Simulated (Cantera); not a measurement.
Input (Python, Cantera) and output of one run.

```python
import numpy as np
import cantera as ct

gas_names = """
    C CN CO CO2 C2 CCN CNC C2N2 C2O C3 C3O2 C4 C4N2 C5 Fe FeC5O5 FeO N NCO NO NO2 NO3 N2 N2O O O2 O3
""".split()
cond_names = """
    C(gr) Fe(a) Fe(c) Fe(d) Fe(L) FeC5O5(L) FeO(s) FeO(L) Fe2O3(s) Fe3O4(s)
""".split()


# ... load() reads the species with a 1 bar reference pressure and builds the phases ...
atoms = {
    'Fe(CO)5': {'Fe': 1, 'C': 5, 'O': 5},
    'CO': {'C': 1, 'O': 1},
    'N2': {'N': 2},
}
top_T = {'C(gr)': 4500, 'Fe2O3(s)': 1830, 'Fe3O4(s)': 1870}  # K; cautious upper limits of use, not melting points


# ... equilibrate(T, P, feed) seeds the gas with the atoms and calls Mixture.equilibrate('TP', solver="vcs", rtol=1e-11, max_steps=5000) ...
results = []
feed = {'Fe(CO)5': 1, 'CO': 0.28, 'N2': 22}  # mol
P = 110000  # Pa
for T in [948, 1048, 1148, 1248, 1348, 1448, 1548]:
    mix = equilibrate(T, P, feed)
    results.append((T, P, feed, dict(zip(mix.species_names, mix.species_moles))))
    x = sorted(zip(gas.X, gas.species_names), reverse=True)
    print(f"T = {T:g} K  P = {P:g} Pa  gas = {mix.phase_moles(0):.4g} mol")
    print("   x: " + "  ".join(f"{s} {v:.3e}" for v, s in x if v > 0.001))
    print("   condensed (mol): " + ("  ".join(f"{mix.phase(i).name} {mix.phase_moles(i):.4g}"
          for i in range(1, mix.n_phases) if mix.phase_moles(i) > 1e-12) or "none"))
```

Result:

```
T = 948 K  P = 110000 Pa  gas = 26.39 mol
   x: N2 8.337e-01  CO 1.325e-01  CO2 3.381e-02
   condensed (mol): C(gr) 0.8922  Fe(a) 1
T = 1048 K  P = 110000 Pa  gas = 27.07 mol
   x: N2 8.128e-01  CO 1.794e-01  CO2 7.852e-03
   condensed (mol): C(gr) 0.2125  Fe(a) 1
T = 1148 K  P = 110000 Pa  gas = 27.24 mol
   x: N2 8.078e-01  CO 1.906e-01  CO2 1.626e-03
   condensed (mol): C(gr) 0.04429  Fe(a) 1
T = 1248 K  P = 110000 Pa  gas = 27.27 mol
   x: N2 8.068e-01  CO 1.928e-01
   condensed (mol): C(gr) 0.01101  Fe(c) 1
T = 1348 K  P = 110000 Pa  gas = 27.28 mol
   x: N2 8.066e-01  CO 1.933e-01
   condensed (mol): C(gr) 0.003343  Fe(c) 1
T = 1448 K  P = 110000 Pa  gas = 27.28 mol
   x: N2 8.065e-01  CO 1.935e-01
   condensed (mol): C(gr) 0.001201  Fe(c) 1
T = 1548 K  P = 110000 Pa  gas = 27.28 mol
   x: N2 8.065e-01  CO 1.935e-01
   condensed (mol): C(gr) 0.0004946  Fe(c) 1
```

These are equilibrium values from Cantera (NASA tables, ideal gas, pure condensed phases), not measurements of a reactor. Iron dissolves carbon and melts from about 1420 K in contact with it, which pure phases cannot show. Condensed phases not in the tables: cementite and carbon dissolved in iron.
